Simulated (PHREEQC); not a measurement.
PHREEQC input (Pitzer model, pitzer.dat):

```
SOLUTION 1
  temp 15
  units mol/kgw
  pH 7 charge
  C(4) 0.047
  Na 0.094
  Cl 0.11
  K 0.11
END
USE solution 1
INCREMENTAL_REACTIONS false
REACTION 1
  H2O -1
  0 9.886 18.011 24.689 30.178 34.689 38.397 41.444
  43.949 46.007 47.699 49.089 50.232 51.172 51.944 52.578
  53.1 53.528 53.88 54.17 54.408 54.603 54.764 54.896
  55.005 moles
EQUILIBRIUM_PHASES 1
  Halite 0 0
  Kalicinite 0 0
  Nahcolite 0 0
  Natron 0 0
  Sylvite 0 0
  Trona 0 0
SELECTED_OUTPUT 1
  -reset false
  -pH true
  -pe true
  -ionic_strength true
  -water true
  -activities H2O
  -totals C Cl K Na
  -molalities H+ Na+ K+ Cl- CO3-2 OH- HCO3- CO2
  -equilibrium_phases Halite Kalicinite Nahcolite Natron Sylvite Trona
PRINT
  -reset false
END
```

Selected output (columns that matter, 25 of 25 rows; water left (kg) added in front):

```
water left (kg)	pH	mu	C	Cl	K	Na	m_H+	m_Na+	m_K+	m_Cl-	m_CO3-2	m_OH-	la_H2O	Sylvite
1	11.414	0.24939	0.047	0.11	0.11	0.094	5.6373e-12	0.094	0.11	0.11	0.045387	0.0016134	-0.0024886	0
0.821897	11.441	0.30365	0.057185	0.13384	0.13384	0.11437	5.4167e-12	0.11437	0.13384	0.13384	0.055441	0.0017434	-0.0030086	0
0.67552	11.469	0.36968	0.069576	0.16284	0.16284	0.13915	5.2071e-12	0.13915	0.16284	0.16284	0.067695	0.0018811	-0.0036378	0
0.555212	11.496	0.45005	0.084652	0.19812	0.19812	0.1693	5.0056e-12	0.1693	0.19812	0.19812	0.082626	0.0020263	-0.0043992	0
0.456324	11.523	0.54787	0.103	0.24106	0.24106	0.20599	4.809e-12	0.20599	0.24106	0.24106	0.10082	0.0021784	-0.0053209	0
0.375056	11.55	0.6669	0.12531	0.29329	0.29329	0.25063	4.6138e-12	0.25063	0.29329	0.29329	0.12298	0.0023364	-0.0064368	0
0.308255	11.578	0.81176	0.15247	0.35685	0.35685	0.30494	4.4159e-12	0.30494	0.35685	0.35685	0.14997	0.0024991	-0.007789	0
0.253362	11.606	0.98801	0.18551	0.43416	0.43416	0.37101	4.2107e-12	0.37101	0.43416	0.43416	0.18284	0.0026646	-0.0094293	0
0.208233	11.634	1.2026	0.22571	0.52825	0.52825	0.45142	3.9927e-12	0.45142	0.52825	0.52825	0.22288	0.002831	-0.011424	0
0.171158	11.663	1.4635	0.2746	0.64268	0.64268	0.5492	3.7562e-12	0.5492	0.64268	0.64268	0.2716	0.0029957	-0.013855	0
0.140676	11.694	1.7811	0.3341	0.78194	0.78194	0.6682	3.4945e-12	0.6682	0.78194	0.78194	0.33095	0.0031563	-0.016836	0
0.115635	11.728	2.1673	0.40645	0.95127	0.95127	0.8129	3.2021e-12	0.8129	0.95127	0.95127	0.40314	0.0033102	-0.020511	0
0.0950434	11.764	2.6374	0.49451	1.1574	1.1574	0.98902	2.8746e-12	0.98902	1.1574	1.1574	0.49106	0.0034555	-0.02509	0
0.0781093	11.806	3.2099	0.60172	1.4083	1.4083	1.2034	2.5112e-12	1.2034	1.4083	1.4083	0.59813	0.0035913	-0.030864	0
0.0642017	11.854	3.9058	0.73207	1.7134	1.7134	1.4641	2.1175e-12	1.4641	1.7134	1.7134	0.72835	0.0037177	-0.03824	0
0.0527802	11.911	4.7517	0.89049	2.0841	2.0841	1.781	1.7061e-12	1.781	2.0841	2.0841	0.88665	0.0038375	-0.04782	0
0.0433764	11.98	5.7826	1.0835	2.5359	2.5359	2.1671	1.2961e-12	2.1671	2.5359	2.5359	1.0796	0.0039568	-0.060535	0
0.035666	12.064	7.0334	1.3178	3.0842	3.0842	2.6356	9.1534e-13	2.6356	3.0842	3.0842	1.3137	0.0040858	-0.077683	0
0.0293247	12.168	8.5193	1.6027	3.7153	3.7153	3.2055	5.9816e-13	3.2055	3.7153	3.7153	1.5985	0.0042481	-0.10053	0.0010486
0.0241004	12.236	9.3671	1.9502	3.5211	3.5211	3.9004	5.338e-13	3.9004	3.5211	3.5211	1.9456	0.0045595	-0.10783	0.025139
0.0198128	12.307	10.386	2.3722	3.274	3.274	4.7444	4.707e-13	4.7444	3.274	3.274	2.3673	0.0048642	-0.11664	0.045133
0.0162999	12.379	11.611	2.8835	2.9657	2.9657	5.7669	4.084e-13	5.7669	2.9657	2.9657	2.8783	0.0051487	-0.12727	0.061659
0.0133995	12.449	13.105	3.5076	2.5877	2.5877	7.0152	3.4563e-13	7.0152	2.5877	2.5877	3.5022	0.0053989	-0.1403	0.075327
0.0110216	12.512	14.93	4.2643	2.143	2.143	8.5287	2.818e-13	8.5287	2.143	2.143	4.2588	0.0055933	-0.15651	0.086381
0.00905805	12.565	17.203	5.1888	1.6429	1.6429	10.378	2.1546e-13	10.378	1.6429	1.6429	5.183	0.0057141	-0.17784	0.095118
```

Complexes and solids missing from the database can't appear.
